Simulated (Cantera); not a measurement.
## Catalytic stagnation flow on Pt

A jet of 1.29 % CH4, 6.43 % O2, 92.3 % N2, equivalence ratio 0.40 at 300 K and 9600 Pa hits a platinum plate 2.6 cm away at a mass flux of 0.042 kg/m²/s; the plate temperature is set and raised in steps from an oxygen-covered start.

Detailed kinetics in Cantera: Deutschmann's 1995 Pt surface mechanism with GRI-Mech 3.0 gas chemistry. Catalytic surfaces can have several steady states; this one follows from the mechanism file's or the stated starting coverage.

```tsv
plate T (K)	wall x CH4	wall x O2	wall x H2O	wall x OH	wall x CO	wall x CO2	θ free Pt	θ O*
950	0.00592	0.0496	0.0129	5.68e-8	3.42e-6	0.00845	0.307	0.692
1000	0.00449	0.0466	0.0155	1.53e-7	3.54e-6	0.0102	0.381	0.618
1050	0.00348	0.0444	0.0173	3.68e-7	3.68e-6	0.0114	0.453	0.546
1100	0.00277	0.0430	0.0186	7.97e-7	3.91e-6	0.0122	0.523	0.477
1150	0.00228	0.0420	0.0194	1.59e-6	4.26e-6	0.0128	0.588	0.411
1200	0.00193	0.0413	0.0200	2.96e-6	4.77e-6	0.0132	0.648	0.351
```
x: mole fraction at the wall; θ: surface coverage.
